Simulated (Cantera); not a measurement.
Input (Python, Cantera) and output of one run.

```python
import numpy as np
import cantera as ct

gas_names = """
    CO CO2
""".split()
cond_names = """
    Ta(cr) Ta(L) TaC(s) TaC(L)
""".split()


# ... load() reads the species with a 1 bar reference pressure and builds the phases ...
species = {s.name: s for s in load("nasa_gas.yaml", gas_names) + load("nasa_condensed.yaml", cond_names)}
# Each term lists the table entries of one substance; the one whose range holds T is used.
reactions = {
    '2 CO(g) + Ta = CO2(g) + TaC':
        [(-2, ['CO']), (-1, ['Ta(cr)', 'Ta(L)']), (1, ['CO2']), (1, ['TaC(s)', 'TaC(L)'])],
}


def pick(names, T):
    return next(species[n] for n in names if species[n].thermo.min_temp <= T <= species[n].thermo.max_temp)


results = []
for label, terms in reactions.items():
    print(label)
    print("     T/K   dH/kJ  dS/(J/K)   dG/kJ   log10 K")
    for T in [300, 1998, 2023, 2048, 2073, 2098, 2123, 2148, 2173]:
        used = [(nu, pick(names, T)) for nu, names in terms]
        dH = sum(nu * s.thermo.h(T) for nu, s in used) / 1e6
        dS = sum(nu * s.thermo.s(T) for nu, s in used) / 1e3
        dG = dH - T * dS / 1e3
        logK = -dG * 1e6 / (ct.gas_constant * T * np.log(10))
        results.append((label, T, dH, dS, dG, logK, [s.name for _, s in used]))
        print(f"{T:8g} {dH:8.1f} {dS:8.1f} {dG:8.1f} {logK:8.2f}")
```

It prints:

```
2 CO(g) + Ta = CO2(g) + TaC
     T/K   dH/kJ  dS/(J/K)   dG/kJ   log10 K
     300   -316.6   -180.7   -262.4    45.68
    1998   -299.2   -167.4     35.3    -0.92
    2023   -298.8   -167.2     39.5    -1.02
    2048   -298.4   -167.0     43.6    -1.11
    2073   -298.0   -166.8     47.8    -1.20
    2098   -297.6   -166.6     52.0    -1.29
    2123   -297.2   -166.4     56.1    -1.38
    2148   -296.8   -166.2     60.3    -1.47
    2173   -296.4   -166.1     64.4    -1.55
```

Source: NASA polynomial tables (part measured, part estimated), evaluated in Cantera. TaC: taken at fixed stoichiometry. Condensed species are held in their standard states even where they would react or evaporate.
